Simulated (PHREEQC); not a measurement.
Dissolve 1.6 mmol/kgw NaH2PO4, 0.068 mmol/kgw H2SO4 and 0.013 mmol/kgw H3AsO4 at 25 °C. Closed to the air; pH follows from the charge balance.

All values are PHREEQC results (ion-association model, wateq4f.dat), not measurements.

```
Item                       Result
----------------  ---------------
pH                           3.93
ionic strength    0.00179 mol/kgw
total alkalinity    -0.149 meq/kg
```

| species | molality | activity | log γ |
|---|---|---|---|
| Na+ | 0.00160 | 0.00153 | -0.020 |
| H2PO4- | 0.00157 | 0.00150 | -0.020 |
| H+ | 0.000123 | 0.000118 | -0.019 |
| SO4-2 | 6.69e-5 | 5.55e-5 | -0.081 |
| H3PO4 | 2.60e-5 | 2.60e-5 | 0.000 |
| H2AsO4- | 1.27e-5 | 1.21e-5 | -0.020 |
| HPO4-2 | 9.54e-7 | 7.92e-7 | -0.081 |
| HSO4- | 6.66e-7 | 6.35e-7 | -0.020 |
| NaSO4- | 4.45e-7 | 4.25e-7 | -0.020 |
| H3AsO4 | 2.84e-7 | 2.85e-7 | 0.000 |
| HAsO4-2 | 8.60e-9 | 7.13e-9 | -0.082 |
| NaHPO4- | 2.47e-9 | 2.36e-9 | -0.020 |

Precipitation was switched off in this run. Species that the database lacks are ignored. H3PO4, which wateq4f.dat lacks, is added to it with the constant of phreeqc.dat.
